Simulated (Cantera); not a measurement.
Feed: 1 mol CF4, 1.3 mol CH4, held at 2523 K and 0.143 Torr.

Cantera equilibrium calculation (NASA polynomials, part measured and part estimated; ideal gas, pure solids and liquids). Candidate condensed phases: C, C6H6, C7H8, C8H18; 95 gas species. Equilibrium is a limit: real reactors are often held back by kinetics, nucleation or transport.

Base state: HF 0.723, H 0.229, F 0.0285, H2 0.0129, C3 0.00373, C 0.00120, CF 0.000997, C2 0.000345 (mole fractions); condensed: C(graphite).

What changes in the equilibrium state with this change: pressure from 0.143 Torr to 0.0210 Torr?


```csv
species,before,after
HF,0.723,0.544
H,0.229,0.304
F,0.0285,0.110
C3,0.00373,0.0253
H2,0.0129,0.00334
C2,0.000345,0.00234
C,0.00120,0.00813
C4,2.54e-6,1.72e-5
C5,1.23e-5,8.32e-5
"C(graphite), mol",2.22,1.73
```

What changes in the equilibrium state with this change: CH4 from 1.3 to 1 mol?


```
species             before     after
----------------  --------  --------
HF                   0.723     0.818
F                   0.0285    0.0861
H                    0.229    0.0856
H2                  0.0129   0.00180
CF2                1.49e-5  0.000137
C2H2 (acetylene)  0.000154   2.15e-5
CF                0.000997   0.00302
C2H               0.000205   7.69e-5
C(graphite), mol      2.22      1.93
```

What changes in the equilibrium state with this change: CF4 replaced by CH3Cl?


```json
[
 {"species": "H", "before": "0.229", "after": "0.734"},
 {"species": "H2", "before": "0.0129", "after": "0.133"},
 {"species": "Cl", "before": "0", "after": "0.0999"},
 {"species": "HF", "before": "0.723", "after": "0"},
 {"species": "F", "before": "0.0285", "after": "0"},
 {"species": "HCl", "before": "0", "after": "0.0256"},
 {"species": "CF", "before": "0.000997", "after": "0"},
 {"species": "CF2", "before": "1.49e-5", "after": "0"},
 {"species": "C2H2 (acetylene)", "before": "0.000154", "after": "0.00158"},
 {"species": "C2H", "before": "0.000205", "after": "0.000659"},
 {"species": "C(graphite), mol", "before": "2.22", "after": "2.16"}
]
```
